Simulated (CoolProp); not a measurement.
Vapour-liquid equilibrium of R22 (1) + dimethyl ether (2) at 9.85 °C; x and y are mole fractions of (1).

Values from CoolProp's multi-fluid Helmholtz-energy mixture model, Kamei 1995 and Wu 2011; pair parameters Bell 2016.

```
x     bubble pressure (MPa)  y at the bubble point  dew pressure at overall composition x (MPa)  liquid density (mol/L)
----  ---------------------  ---------------------  -------------------------------------------  ----------------------
0.05                 0.3674                  0.041                                       0.3666                   14.91
0.2                  0.3591                  0.192                                       0.3589                   14.98
0.35                 0.3629                  0.386                                       0.3610                   15.03
0.5                  0.3891                  0.604                                       0.3731                   15.03
0.65                 0.4470                  0.796                                       0.3988                   14.97
0.8                  0.5374                  0.924                                       0.4487                   14.82
0.95                 0.6441                  0.989                                       0.5698                   14.55
```

y crosses x between x = 0.2 and 0.35: the model has an azeotrope there.

The pair parameters rest on a limited set of measurements; away from them the model extrapolates.
